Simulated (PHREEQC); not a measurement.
Dissolve 0.047 mol CuCl2 and 0.0095 mol HBF4 per kg of water at 25 °C and 100 atm. Closed to the air; pH follows from the charge balance.

The numbers come from PHREEQC with the ion-association model, phreeqc.dat.

No solid was allowed to form.

Order these Cu species by the share of Cu that they hold, largest first: Cu+2, CuF+, CuCl2, CuCl+.

Cu+2 (92 %), CuCl+ (7.8 %), CuF+ (0.36 %), CuCl2 (0.19 %)

The pH is 2.13 and the ionic strength 0.142 mol/kgw. Under pressure, the constants of complexes without a molar volume in the database are unreliable. Real BF4- forms and hydrolyses slowly; the run takes it at equilibrium.
